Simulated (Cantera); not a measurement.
**Thermodynamics of nitride etching, feed BN + HCl + H2 + NF3**

Input: 1 mol BN, 22 mol HCl, 0.97 mol H2, 10 mol NF3, held at 63.0 Pa.

Method: chemical equilibrium by Gibbs-energy minimisation in Cantera with the NASA 1993 tables (ideal gas, pure condensed phases). Candidate condensed phases: B, BN, NH4Cl; 40 gas species. Rates play no part.

| T (°C) | x HF | x Cl2 | x Cl | x N2 | x ClF | x F | x BF3 |
|---|---|---|---|---|---|---|---|
| 450 | 0.557 | 0.220 | 2.42e-5 | 0.128 | 0.0712 | 1.76e-6 | 0.0233 |
| 525 | 0.557 | 0.220 | 0.000167 | 0.128 | 0.0712 | 1.38e-5 | 0.0233 |
| 600 | 0.557 | 0.220 | 0.000828 | 0.128 | 0.0711 | 7.68e-5 | 0.0233 |
| 675 | 0.556 | 0.219 | 0.00319 | 0.128 | 0.0708 | 0.000325 | 0.0232 |
| 750 | 0.554 | 0.215 | 0.0100 | 0.127 | 0.0697 | 0.00111 | 0.0231 |
| 825 | 0.549 | 0.205 | 0.0267 | 0.126 | 0.0670 | 0.00318 | 0.0229 |
| 900 | 0.538 | 0.186 | 0.0609 | 0.124 | 0.0610 | 0.00774 | 0.0225 |
| 975 | 0.519 | 0.154 | 0.120 | 0.119 | 0.0504 | 0.0160 | 0.0217 |
| 1050 | 0.494 | 0.109 | 0.200 | 0.113 | 0.0354 | 0.0277 | 0.0206 |
x: gas mole fraction; nothing condenses.

From 450 °C to 1050 °C nothing is condensed. The main B-bearing gas is BF3 throughout.
